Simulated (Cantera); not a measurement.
# Transport properties of process gases

Gas mixture: O2 : N2O = 0.3 : 0.34 (molar parts), at 0.0460 bar, frozen composition.

Cantera's kinetic-theory transport with the Lennard-Jones parameters of GRI-Mech 3.0, ideal gas; thermal conductivity in the multicomponent form. The composition is frozen, though it would react at the higher temperatures.

```csv
T (K),ρ (kg/m³),cp (J/kg/K),μ (µPa s),λ (mW/m/K),Pr,D (cm²/s) H2,D (cm²/s) CH3,D (cm²/s) NO
400,0.0531,959.0,21.8,28.8,0.728,26.0,7.21,6.40
500,0.0425,1015,26.1,36.3,0.730,37.9,10.7,9.46
600,0.0354,1063,30.0,43.6,0.731,51.6,14.8,13.0
700,0.0303,1104,33.6,50.7,0.732,66.8,19.3,16.9
800,0.0265,1138,37.0,57.5,0.732,83.5,24.2,21.1
900,0.0236,1167,40.2,64.0,0.732,102,29.6,25.8
1000,0.0212,1190,43.2,70.3,0.732,121,35.4,30.8
1100,0.0193,1208,46.1,76.2,0.732,142,41.5,36.1
1200,0.0177,1224,48.9,81.9,0.731,164,48.1,41.8
```
D: mixture-averaged diffusion coefficient of that species in the mixture.
